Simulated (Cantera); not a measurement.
**SO₂ + H₂ + N₂ (abatement and gas-phase synthesis)**

Input: 1 mol SO₂, 0.55 mol H₂, 1.1 mol N₂, at 41.0 Pa.

Equilibrium computed with Cantera from the NASA thermochemical tables; the gas is ideal and each condensed phase is pure. Candidate condensed phases: H₂O, H₂SO₄, S; 35 gas species. Gases not in the tables: S₃ to S₇. The numbers say what is thermodynamically allowed, not how fast it happens.

From 773 K to 1973 K nothing is condensed.

```json
[
 {"T (K)": "773", "x N₂": "0.438", "x SO₂": "0.292", "x H₂O": "0.213", "x SO": "1.61e-6", "x H₂": "0.000383", "x S₂": "0.0501", "x H": "<1e-12"},
 {"T (K)": "923", "x N₂": "0.438", "x SO₂": "0.291", "x H₂O": "0.214", "x SO": "3.51e-5", "x H₂": "0.00204", "x S₂": "0.0515", "x H": "5.46e-10"},
 {"T (K)": "1073", "x N₂": "0.437", "x SO₂": "0.292", "x H₂O": "0.210", "x SO": "0.000322", "x H₂": "0.00675", "x S₂": "0.0510", "x H": "5.68e-8"},
 {"T (K)": "1223", "x N₂": "0.436", "x SO₂": "0.295", "x H₂O": "0.200", "x SO": "0.00170", "x H₂": "0.0161", "x S₂": "0.0486", "x H": "1.89e-6"},
 {"T (K)": "1373", "x N₂": "0.434", "x SO₂": "0.298", "x H₂O": "0.186", "x SO": "0.00614", "x H₂": "0.0303", "x S₂": "0.0439", "x H": "2.86e-5"},
 {"T (K)": "1523", "x N₂": "0.431", "x SO₂": "0.299", "x H₂O": "0.167", "x SO": "0.0167", "x H₂": "0.0472", "x S₂": "0.0364", "x H": "0.000248"},
 {"T (K)": "1673", "x N₂": "0.426", "x SO₂": "0.295", "x H₂O": "0.148", "x SO": "0.0360", "x H₂": "0.0635", "x S₂": "0.0260", "x H": "0.00142"},
 {"T (K)": "1823", "x N₂": "0.420", "x SO₂": "0.285", "x H₂O": "0.131", "x SO": "0.0620", "x H₂": "0.0745", "x S₂": "0.0140", "x H": "0.00584"},
 {"T (K)": "1973", "x N₂": "0.412", "x SO₂": "0.271", "x H₂O": "0.120", "x SO": "0.0843", "x H₂": "0.0754", "x S₂": "0.00467", "x H": "0.0183"}
]
```
x: gas mole fraction; nothing condenses.
